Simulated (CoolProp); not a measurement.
Model: reference Helmholtz-energy equation of state, Lemmon 2006, in CoolProp. It is a short technical equation, of lower accuracy than the large ones.

Q: Give the vapour pressure (MPa), enthalpy of vaporisation (kJ/kg), liquid cp (kJ/(kg K)), liquid conductivity (mW/(m K)) of saturated n-decane at 19.05, 76.55, 86.05 °C.

A: 
```csv
T (°C),p (MPa),enthalpy of vaporisation (kJ/kg),liquid cp (kJ/(kg K)),liquid conductivity (mW/(m K))
19.05,0.000119,364,2.17,131
76.55,0.00347,333,2.40,116
86.05,0.00534,328,2.43,114
```

Thermal conductivity comes from a separate model (Huber 2005).
